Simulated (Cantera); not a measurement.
## Hydrocarbon pyrolysis for carbon deposition

An isothermal, constant-pressure homogeneous reactor starts with C₂H₆ : N₂ : H₂O = 1 : 1.9 : 0.1 (molar parts), at 1600 K and 1130 Torr.

Model: GRI-Mech 3.0 (53 species, 325 reactions), integrated in Cantera. GRI-Mech 3.0 stops at C3 and has no aromatics, soot or wall deposition, so with more carbon than oxygen in the feed, carbon stays in small species such as C2H2 where larger ones or solid carbon would form.

```json
[
 {"t (s)": "1.00e-5", "x C₂H₆": "0.263", "x C₂H₄": "0.0386", "x CH₄": "0.0152", "x C₂H": "6.19e-9", "x H": "0.000117", "x H₂": "0.0352", "x CH₃": "0.00545"},
 {"t (s)": "3.15e-5", "x C₂H₆": "0.141", "x C₂H₄": "0.107", "x CH₄": "0.0471", "x C₂H": "3.68e-8", "x H": "0.000139", "x H₂": "0.105", "x CH₃": "0.00418"},
 {"t (s)": "9.92e-5", "x C₂H₆": "0.0242", "x C₂H₄": "0.144", "x CH₄": "0.0861", "x C₂H": "1.05e-7", "x H": "0.000140", "x H₂": "0.187", "x CH₃": "0.00171"},
 {"t (s)": "0.000312", "x C₂H₆": "0.00140", "x C₂H₄": "0.106", "x CH₄": "0.0911", "x C₂H": "6.38e-8", "x H": "5.15e-5", "x H₂": "0.234", "x CH₃": "0.000402"},
 {"t (s)": "0.000984", "x C₂H₆": "0.000149", "x C₂H₄": "0.0690", "x CH₄": "0.0888", "x C₂H": "3.37e-8", "x H": "2.23e-5", "x H₂": "0.261", "x CH₃": "0.000151"},
 {"t (s)": "0.00310", "x C₂H₆": "8.00e-5", "x C₂H₄": "0.0301", "x CH₄": "0.0853", "x C₂H": "3.67e-8", "x H": "2.10e-5", "x H₂": "0.288", "x CH₃": "0.000125"},
 {"t (s)": "0.00976", "x C₂H₆": "5.53e-5", "x C₂H₄": "0.00984", "x CH₄": "0.0817", "x C₂H": "3.89e-8", "x H": "2.11e-5", "x H₂": "0.304", "x CH₃": "0.000114"},
 {"t (s)": "0.0307", "x C₂H₆": "4.81e-5", "x C₂H₄": "0.00905", "x CH₄": "0.0755", "x C₂H": "3.97e-8", "x H": "2.17e-5", "x H₂": "0.312", "x CH₃": "0.000106"},
 {"t (s)": "0.0968", "x C₂H₆": "3.67e-5", "x C₂H₄": "0.00953", "x CH₄": "0.0622", "x C₂H": "4.14e-8", "x H": "2.34e-5", "x H₂": "0.327", "x CH₃": "9.01e-5"},
 {"t (s)": "0.305", "x C₂H₆": "2.64e-5", "x C₂H₄": "0.0101", "x CH₄": "0.0467", "x C₂H": "4.37e-8", "x H": "2.58e-5", "x H₂": "0.347", "x CH₃": "7.04e-5"},
 {"t (s)": "0.960", "x C₂H₆": "2.40e-5", "x C₂H₄": "0.0102", "x CH₄": "0.0423", "x C₂H": "4.32e-8", "x H": "2.68e-5", "x H₂": "0.358", "x CH₃": "6.42e-5"},
 {"t (s)": "3.02", "x C₂H₆": "2.38e-5", "x C₂H₄": "0.0101", "x CH₄": "0.0423", "x C₂H": "4.13e-8", "x H": "2.71e-5", "x H₂": "0.367", "x CH₃": "6.33e-5"},
 {"t (s)": "9.53", "x C₂H₆": "2.37e-5", "x C₂H₄": "0.0101", "x CH₄": "0.0423", "x C₂H": "4.07e-8", "x H": "2.72e-5", "x H₂": "0.370", "x CH₃": "6.31e-5"},
 {"t (s)": "30.0", "x C₂H₆": "2.37e-5", "x C₂H₄": "0.0101", "x CH₄": "0.0423", "x C₂H": "4.06e-8", "x H": "2.72e-5", "x H₂": "0.370", "x CH₃": "6.31e-5"}
]
```
x: mole fraction; the columns are a selection and need not sum to one.

Equilibrium at this temperature and pressure: C₂H₆ 1.74e-5, C₂H₄ 0.00725, CH₄ 0.0366, C₂H 2.83e-8, H 2.75e-5, H₂ 0.378, CH₃ 5.40e-5 (gas phase only).
